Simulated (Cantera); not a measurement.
# Thermodynamics of silicon epitaxy and polysilicon growth, feed SiCl4 + H2

A closed system holds: 1 mol SiCl4, 52 mol H2, held at 390 Pa.

These are equilibrium values from Cantera (NASA tables, ideal gas, pure condensed phases), not measurements of a reactor. Candidate condensed phases: Si; 19 gas species. The tables' values for SiCl3 are old estimates; treat these amounts as uncertain. Rates play no part.

```json
[
 {"T (°C)": "750", "x H2": "0.957", "x HCl": "0.0305", "x SiCl2": "0.00173", "x SiCl4": "0.00800", "x SiHCl3": "0.00213", "x SiCl3": "0.000808", "x H": "6.48e-8", "n Si(s)": "0.320"},
 {"T (°C)": "800", "x H2": "0.949", "x HCl": "0.0399", "x SiCl2": "0.00327", "x SiCl4": "0.00513", "x SiHCl3": "0.00149", "x SiCl3": "0.00102", "x H": "2.19e-7", "n Si(s)": "0.412"},
 {"T (°C)": "850", "x H2": "0.943", "x HCl": "0.0478", "x SiCl2": "0.00512", "x SiCl4": "0.00263", "x SiHCl3": "0.000889", "x SiCl3": "0.00104", "x H": "6.62e-7", "n Si(s)": "0.478"},
 {"T (°C)": "900", "x H2": "0.938", "x HCl": "0.0525", "x SiCl2": "0.00669", "x SiCl4": "0.00108", "x SiHCl3": "0.000449", "x SiCl3": "0.000856", "x H": "1.83e-6", "n Si(s)": "0.509"},
 {"T (°C)": "950", "x H2": "0.936", "x HCl": "0.0546", "x SiCl2": "0.00774", "x SiCl4": "0.000391", "x SiHCl3": "0.000207", "x SiCl3": "0.000616", "x H": "4.66e-6", "n Si(s)": "0.516"},
 {"T (°C)": "1000", "x H2": "0.936", "x HCl": "0.0552", "x SiCl2": "0.00841", "x SiCl4": "0.000139", "x SiHCl3": "9.41e-5", "x SiCl3": "0.000422", "x H": "1.10e-5", "n Si(s)": "0.510"},
 {"T (°C)": "1050", "x H2": "0.936", "x HCl": "0.0551", "x SiCl2": "0.00888", "x SiCl4": "5.12e-5", "x SiHCl3": "4.41e-5", "x SiCl3": "0.000288", "x H": "2.46e-5", "n Si(s)": "0.500"},
 {"T (°C)": "1100", "x H2": "0.936", "x HCl": "0.0548", "x SiCl2": "0.00925", "x SiCl4": "2.00e-5", "x SiHCl3": "2.15e-5", "x SiCl3": "0.000200", "x H": "5.16e-5", "n Si(s)": "0.488"},
 {"T (°C)": "1150", "x H2": "0.936", "x HCl": "0.0545", "x SiCl2": "0.00955", "x SiCl4": "8.26e-6", "x SiHCl3": "1.10e-5", "x SiCl3": "0.000141", "x H": "0.000103", "n Si(s)": "0.475"},
 {"T (°C)": "1200", "x H2": "0.936", "x HCl": "0.0541", "x SiCl2": "0.00982", "x SiCl4": "3.62e-6", "x SiHCl3": "5.89e-6", "x SiCl3": "0.000102", "x H": "0.000196", "n Si(s)": "0.463"},
 {"T (°C)": "1250", "x H2": "0.936", "x HCl": "0.0537", "x SiCl2": "0.0101", "x SiCl4": "1.67e-6", "x SiHCl3": "3.27e-6", "x SiCl3": "7.51e-5", "x H": "0.000358", "n Si(s)": "0.451"}
]
```
x: gas mole fraction; n: condensed amount in mol.

From 750 °C to 1250 °C the condensed part is Si(s). The main Si-bearing gas is SiCl4 at 750 °C and SiCl2 at 1250 °C. The share of Si in condensed phases is highest at 950 °C (51.6 %) and lowest at 750 °C (32.0 %).
